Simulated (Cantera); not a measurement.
Feed: 1 mol Al2O3, 1.4 mol H2O, 0.58 mol N2, at 873.15 K and 150 Torr.

Cantera equilibrium calculation (NASA polynomials, part measured and part estimated; ideal gas, pure solids and liquids). Candidate condensed phases: Al, AlN, Al2O3, H2O; 35 gas species. The numbers say what is thermodynamically allowed, not how fast it happens.

Base state: H2O 0.707, N2 0.293 (mole fractions); condensed: Al2O3(s).

Q: What changes in the equilibrium state with this change: 0.27 mol CH4 added?

A: 
```csv
species,before,after
H2,1.92e-8,0.359
H2O,0.707,0.337
N2,0.293,0.208
CO2,0,0.0690
CO,0,0.0276
CH4,0,0.000287
NH3,<1e-9,2.97e-5
"Al2O3(s), mol",1.00,1.00
```
Further candidate phases: C, C6H6, C7H8, C8H18.
